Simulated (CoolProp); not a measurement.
Dodecamethylpentasiloxane (MD3M) along the isotherm 400 K: fugacity coefficient from the reference equation and from simpler models built on Tc = 628.0 K, pc = 0.9540 MPa, ω = 0.730; each cubic takes its own stable root.

The numbers come from the reference Helmholtz-energy equation of state, Thol 2019 in CoolProp.

```
p (MPa)   phase  reference  van der Waals  Redlich-Kwong  Peng-Robinson
-------  ------  ---------  -------------  -------------  -------------
0.0151   liquid     0.2669         0.9867         0.9813         0.2954
0.0255   liquid     0.1583         0.9775         0.9684         0.1752
0.043    liquid    0.09414         0.9620         0.7930         0.1042
0.0725   liquid    0.05608         0.9359         0.4729        0.06205
0.122    liquid    0.03358         0.8547         0.2836        0.03715
0.206    liquid    0.02014         0.5179         0.1706        0.02229
0.348    liquid    0.01218         0.3187         0.1037        0.01348
0.588    liquid   0.007471         0.2013        0.06418       0.008273
0.992    liquid   0.004705         0.1330        0.04099       0.005213
1.67     liquid   0.003093        0.09456        0.02758       0.003430
2.83     liquid   0.002170        0.07547        0.02008       0.002409
4.77     liquid   0.001717        0.07331        0.01684       0.001909
```

At some of these states van der Waals, Redlich-Kwong gives the other phase, because its saturation line lies elsewhere.
